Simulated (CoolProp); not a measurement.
Vapour-liquid equilibrium of R227EA (1) + isobutene (2) at -38.15 °C; x and y are mole fractions of (1).

Values from CoolProp's multi-fluid Helmholtz-energy mixture model, Lemmon 2016 and Lemmon 2005; pair parameters Bell 2016.

```json
[
 {"x": "0.05", "bubble pressure (MPa)": "0.03085", "y at the bubble point": "0.230", "dew pressure at overall composition x (MPa)": "0.02591", "liquid density (mol/L)": "11.62"},
 {"x": "0.2", "bubble pressure (MPa)": "0.03953", "y at the bubble point": "0.458", "dew pressure at overall composition x (MPa)": "0.02991", "liquid density (mol/L)": "11.17"},
 {"x": "0.35", "bubble pressure (MPa)": "0.04218", "y at the bubble point": "0.527", "dew pressure at overall composition x (MPa)": "0.03509", "liquid density (mol/L)": "10.77"},
 {"x": "0.5", "bubble pressure (MPa)": "0.04309", "y at the bubble point": "0.569", "dew pressure at overall composition x (MPa)": "0.04124", "liquid density (mol/L)": "10.41"},
 {"x": "0.65", "bubble pressure (MPa)": "0.04321", "y at the bubble point": "0.619", "dew pressure at overall composition x (MPa)": "0.04293", "liquid density (mol/L)": "10.10"},
 {"x": "0.8", "bubble pressure (MPa)": "0.04198", "y at the bubble point": "0.709", "dew pressure at overall composition x (MPa)": "0.04004", "liquid density (mol/L)": "9.827"},
 {"x": "0.95", "bubble pressure (MPa)": "0.03788", "y at the bubble point": "0.894", "dew pressure at overall composition x (MPa)": "0.03662", "liquid density (mol/L)": "9.585"}
]
```

y crosses x between x = 0.5 and 0.65: the model has an azeotrope there.

The pair parameters rest on a limited set of measurements; away from them the model extrapolates.
